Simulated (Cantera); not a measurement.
A closed system holds: 1 mol MgO, 1.3 mol SiCl4, 0.92 mol Cl2, at 1425 K and 55.0 Pa.

Equilibrium computed with Cantera from the NASA thermochemical tables; the gas is ideal and each condensed phase is pure. Candidate condensed phases: Mg, MgCl2, MgO, MgSiO3, Mg2SiO4, Si, SiO2; 20 gas species. The tables' values for SiCl3 are old estimates; treat these amounts as uncertain. The tables hold silica as quartz up to 1696 K and as liquid above; real silica turns to tridymite and cristobalite and melts near 1996 K. Equilibrium is a limit: real reactors are often held back by kinetics, nucleation or transport.

Base state: Cl 0.396, MgCl2 0.295, SiCl4 0.235, Cl2 0.0732, SiCl3 0.000370 (mole fractions); condensed: SiO2(β-quartz).

**Question.** What changes in the equilibrium state with this change: temperature from 1425 K to 1325 K?

**Answer.** 
```
species                before    after
-------------------  --------  -------
MgCl2                   0.295    0.319
Cl                      0.396    0.264
SiCl4                   0.235    0.255
Cl2                    0.0732    0.161
SiCl3                0.000370  4.94e-5
SiO2(β-quartz), mol     0.500    0.500
```
